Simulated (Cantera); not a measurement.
## Thermodynamics of carbon deposition, reforming and gasification, feed C₆H₆ + H₂O + N₂ + CO₂

Feed: 1 mol C₆H₆, 3 mol H₂O, 13 mol N₂, 0.1 mol CO₂, equilibrated at 1 atm.

Method: chemical equilibrium by Gibbs-energy minimisation in Cantera with the NASA 1993 tables (ideal gas, pure condensed phases). Candidate condensed phases: C, C₆H₆, C₇H₈, C₈H₁₈, H₂O; 136 gas species. Rates play no part.

| T (K) | log p N₂ | log p H₂ | log p H₂O | log p CO | log p CH₄ | log p CO₂ | n C(graphite) |
|---|---|---|---|---|---|---|---|
| 600 | -0.13 | -1.51 | -0.88 | -3.68 | -1.05 | -1.60 | 4.08 |
| 650 | -0.14 | -1.26 | -0.92 | -3.07 | -1.10 | -1.54 | 4.14 |
| 700 | -0.15 | -1.05 | -0.97 | -2.55 | -1.18 | -1.49 | 4.24 |
| 750 | -0.16 | -0.90 | -1.03 | -2.10 | -1.29 | -1.45 | 4.33 |
| 800 | -0.17 | -0.78 | -1.13 | -1.71 | -1.43 | -1.43 | 4.33 |
| 850 | -0.18 | -0.70 | -1.25 | -1.40 | -1.61 | -1.47 | 4.17 |
| 900 | -0.19 | -0.65 | -1.43 | -1.17 | -1.80 | -1.59 | 3.86 |
| 950 | -0.21 | -0.61 | -1.65 | -1.01 | -2.00 | -1.79 | 3.50 |
log p: log10 of the partial pressure in bar; n: condensed amount in mol.

From 600 K to 950 K the condensed part is C(graphite). The main C-bearing gas is CH₄ at 600 K and CO at 950 K. The share of C in condensed phases is highest at 750 K (71.0 %) and lowest at 950 K (57.3 %).
